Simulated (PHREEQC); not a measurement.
Dissolve 0.004 mol/kgw FeCl2 at 20 °C. Closed to the air; pH follows from the charge balance.

The numbers come from PHREEQC with the ion-association model, phreeqc.dat.

No solid was allowed to form.

Task: Estimate the pH, specific conductance.

Result: pH 6.12; specific conductance 828 µS/cm.
